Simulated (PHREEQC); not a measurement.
Dissolve 19 mmol/kgw KOH at 25 °C. Closed to the air; pH follows from the charge balance.

Computed with PHREEQC (ion-association model, phreeqc.dat).

| quantity | before | after |
|---|---|---|
| pH | 12.21 | 11.61 |
| ionic strength (mol/kgw) | 0.0190 | 0.0190 |

### Question
Which change was made?
(A) diluted 5-fold with water
(B) temperature from 25 to 45 °C
(C) KOH from 0.019 to 0.0019 mol/kgw
(D) KOH replaced by K2CO3 at the same molality

### Answer
B, temperature from 25 to 45 °C

Precipitation was switched off in this run. Constants without temperature data keep their 25 °C values here.
